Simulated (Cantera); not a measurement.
Cantera run:

```python
import numpy as np
import cantera as ct

gas_names = """
    AL ALCL ALCL2 ALCL3 ALN AL2 AL2CL6 CL CL2 N N2
""".split()
cond_names = """
    AL(cr) AL(L) ALCL3(s) ALCL3(L) ALN(s)
""".split()


def load(file, names, dense=False):
    # The tables refer to 1 bar. Condensed volumes are neglected.
    table = {s.name: s for s in ct.Species.list_from_file(file)}
    out = []
    for n in names:
        d = dict(table[n].input_data)
        d["thermo"] = dict(d["thermo"], **{"reference-pressure": 1e5})
        if dense:
            d["equation-of-state"] = {"model": "constant-volume", "density": "1e6 g/cm^3"}
        out.append(ct.Species.from_dict(d))
    return out


gas = ct.Solution(thermo="ideal-gas", species=load("nasa_gas.yaml", gas_names))
cond = {s.name: ct.Solution(thermo="fixed-stoichiometry", species=[s], name=s.name)
        for s in load("nasa_condensed.yaml", cond_names, dense=True)}
atoms = {
    'Al': {'AL': 1},
    'Cl2': {'CL': 2},
    'N2': {'N': 2},
}
top_T = {'ALN(s)': 2750}  # K; cautious upper limits of use, not melting points


def equilibrate(T, P, feed):
    n = {}
    for name, mol in feed.items():
        for a, k in atoms[name].items():
            n[a] = n.get(a, 0.0) + k * mol
    gas.TPX = T, P, n
    mass = sum(n.values()) * gas.mean_molecular_weight
    gas.equilibrate("TP")
    valid = [c for c in cond.values() if c.min_temp <= T <= top_T.get(c.name, c.max_temp)]
    mix = ct.Mixture([(gas, mass / gas.mean_molecular_weight)] + [(c, 0.0) for c in valid])
    mix.T, mix.P = T, P
    mix.equilibrate("TP", solver="vcs", rtol=1e-11, max_steps=5000)
    return mix


results = []
feed = {'Al': 1, 'Cl2': 3.9, 'N2': 9.1}  # mol
P = 1000  # Pa
for T in [523, 598, 673, 748, 823, 898, 973, 1048, 1123, 1198, 1273, 1348, 1423, 1498]:
    mix = equilibrate(T, P, feed)
    results.append((T, P, feed, dict(zip(mix.species_names, mix.species_moles))))

top = {s: max(r[3][s] / sum(r[3][g] for g in gas_names) for r in results) for s in gas_names}
cols = sorted((s for s in top if top[s] > 1e-06), key=lambda s: -top[s])[:5]
seen = [c for c in cond_names if any(r[3].get(c, 0) > 1e-12 for r in results)]
print("log10 of partial pressures in bar; condensed amounts in mol")
print(f"{'T/K':>10s}" + "".join(f"{s[:9]:>10s}" for s in cols + seen))
for T, P, feed, n in results:
    ng = sum(n[g] for g in gas_names)
    print(f"{T:10.4g}" + "".join(f"{np.log10(max(n[s] / ng * P / 1e5, 1e-99)):10.3f}" for s in cols)
          + "".join(f"{n.get(c, 0):10.4g}" for c in seen))
```

It prints:

```
log10 of partial pressures in bar; condensed amounts in mol
       T/K        N2       CL2        CL     ALCL3    AL2CL6
       523    -2.122    -2.701   -10.630    -4.069    -3.429
       598    -2.129    -2.707    -9.098    -3.419    -3.662
       673    -2.136    -2.715    -7.906    -3.152    -4.307
       748    -2.138    -2.716    -6.948    -3.104    -5.146
       823    -2.138    -2.717    -6.162    -3.098    -5.888
       898    -2.138    -2.717    -5.506    -3.097    -6.509
       973    -2.138    -2.718    -4.950    -3.097    -7.030
      1048    -2.139    -2.721    -4.474    -3.098    -7.472
      1123    -2.140    -2.729    -4.062    -3.099    -7.853
      1198    -2.142    -2.744    -3.707    -3.101    -8.185
      1273    -2.147    -2.774    -3.400    -3.106    -8.479
      1348    -2.154    -2.827    -3.141    -3.113    -8.745
      1423    -2.164    -2.915    -2.928    -3.123    -8.988
      1498    -2.177    -3.049    -2.764    -3.136    -9.210
```

Cantera equilibrium calculation (NASA polynomials, part measured and part estimated; ideal gas, pure solids and liquids).
